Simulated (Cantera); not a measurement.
Premixed flame

A freely propagating, adiabatic, planar premixed flame of 11.9 % CH4, 17.0 % O2, 64.0 % N2, 7.03 % CO2, equivalence ratio 1.4, unburnt at 475 K and 0.450 bar; multicomponent transport, grid criteria slope 0.08 and curve 0.16, no radiation.

Cantera simulation using GRI-Mech 3.0 (53 species, 325 reactions); the numbers are that mechanism's predictions, not measurements. Burning velocities carry a grid error of a few per cent, more on coarse grids.

```json
[
 {"z (mm)": "-4.48", "T (K)": "476", "u (m/s)": "0.346", "x CH4": "0.119", "x O2": "0.170", "x CO2": "0.0701", "x CH2CO": "<1e-8", "x H2": "0.00348", "x CO": "1.93e-5"},
 {"z (mm)": "-2.98", "T (K)": "482", "u (m/s)": "0.352", "x CH4": "0.118", "x O2": "0.169", "x CO2": "0.0697", "x CH2CO": "9.75e-8", "x H2": "0.00847", "x CO": "0.000197"},
 {"z (mm)": "-2.24", "T (K)": "503", "u (m/s)": "0.369", "x CH4": "0.115", "x O2": "0.166", "x CO2": "0.0694", "x CH2CO": "7.10e-7", "x H2": "0.0139", "x CO": "0.000891"},
 {"z (mm)": "-1.49", "T (K)": "626", "u (m/s)": "0.465", "x CH4": "0.105", "x O2": "0.155", "x CO2": "0.0690", "x CH2CO": "9.73e-6", "x H2": "0.0234", "x CO": "0.00578"},
 {"z (mm)": "-0.746", "T (K)": "1065", "u (m/s)": "0.808", "x CH4": "0.0682", "x O2": "0.111", "x CO2": "0.0709", "x CH2CO": "0.000103", "x H2": "0.0360", "x CO": "0.0294"},
 {"z (mm)": "-0.373", "T (K)": "1418", "u (m/s)": "1.09", "x CH4": "0.0358", "x O2": "0.0699", "x CO2": "0.0747", "x CH2CO": "0.000231", "x H2": "0.0421", "x CO": "0.0537"},
 {"z (mm)": "0", "T (K)": "1726", "u (m/s)": "1.34", "x CH4": "0.00866", "x O2": "0.0277", "x CO2": "0.0798", "x CH2CO": "0.000159", "x H2": "0.0448", "x CO": "0.0790"},
 {"z (mm)": "0.373", "T (K)": "1855", "u (m/s)": "1.45", "x CH4": "0.000852", "x O2": "0.00717", "x CO2": "0.0844", "x CH2CO": "1.99e-5", "x H2": "0.0423", "x CO": "0.0882"},
 {"z (mm)": "0.746", "T (K)": "1883", "u (m/s)": "1.47", "x CH4": "6.31e-5", "x O2": "0.00180", "x CO2": "0.0875", "x CH2CO": "1.95e-6", "x H2": "0.0407", "x CO": "0.0879"},
 {"z (mm)": "1.49", "T (K)": "1895", "u (m/s)": "1.47", "x CH4": "6.70e-7", "x O2": "0.000398", "x CO2": "0.0898", "x CH2CO": "6.43e-8", "x H2": "0.0405", "x CO": "0.0864"},
 {"z (mm)": "2.98", "T (K)": "1906", "u (m/s)": "1.48", "x CH4": "<1e-8", "x O2": "0.000241", "x CO2": "0.0902", "x CH2CO": "<1e-8", "x H2": "0.0408", "x CO": "0.0862"},
 {"z (mm)": "5.97", "T (K)": "1919", "u (m/s)": "1.49", "x CH4": "<1e-8", "x O2": "0.000141", "x CO2": "0.0900", "x CH2CO": "<1e-8", "x H2": "0.0408", "x CO": "0.0865"},
 {"z (mm)": "11.9", "T (K)": "1931", "u (m/s)": "1.50", "x CH4": "<1e-8", "x O2": "6.40e-5", "x CO2": "0.0897", "x CH2CO": "<1e-8", "x H2": "0.0409", "x CO": "0.0869"}
]
```
x: mole fraction of selected species; z is measured from the peak of heat release.

```yaml
laminar_burning_velocity: 34.4 cm/s
thermal_thickness: 1.49 mm
peak x(CH2CO): 0.000250
peak x(H2): 0.0448
peak x(CO): 0.0885
grid_points: 147
```
